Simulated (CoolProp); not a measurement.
The fluid at 561.81 K and 16.6 MPa flows at 2.5 m/s in a round tube of 20 mm bore and 45 µm roughness, fully developed (64/Re and Nu = 3.66 if laminar; Colebrook and Gnielinski if turbulent). The same conditions are run with several fluids, on thermodynamics alone (safety and materials aside).

Values from CoolProp's reference Helmholtz-energy equation of state of each fluid (carbon dioxide: Span 1996; propane: Lemmon 2009; sulfur hexafluoride: Guder 2009; ethane: Bücker 2006; n-heptane: Span 2003).

```json
[
 {"fluid": "carbon dioxide", "Reynolds number": "277000", "Darcy friction factor": "0.0248", "pressure drop (Pa/m)": "633", "heat-transfer coefficient (W/(m² K))": "1690", "mass flow (kg/h)": "462"},
 {"fluid": "propane", "Reynolds number": "381000", "Darcy friction factor": "0.0246", "pressure drop (Pa/m)": "726", "heat-transfer coefficient (W/(m² K))": "4500", "mass flow (kg/h)": "533"},
 {"fluid": "sulfur hexafluoride", "Reynolds number": "666000", "Darcy friction factor": "0.0244", "pressure drop (Pa/m)": "[?]", "heat-transfer coefficient (W/(m² K))": "[?]", "mass flow (kg/h)": "1510"},
 {"fluid": "ethane", "Reynolds number": "264000", "Darcy friction factor": "0.0248", "pressure drop (Pa/m)": "441", "heat-transfer coefficient (W/(m² K))": "2900", "mass flow (kg/h)": "322"},
 {"fluid": "n-heptane", "Reynolds number": "283000", "Darcy friction factor": "0.0248", "pressure drop (Pa/m)": "[?]", "heat-transfer coefficient (W/(m² K))": "6500", "mass flow (kg/h)": "1350"}
]
```

**Question.** Fill in the missing entries.

**Answer.** 
- sulfur hexafluoride, pressure drop (Pa/m): 2030
- sulfur hexafluoride, heat-transfer coefficient (W/(m² K)): 4470
- n-heptane, pressure drop (Pa/m): 1840

Transport values come from each fluid's own correlations.
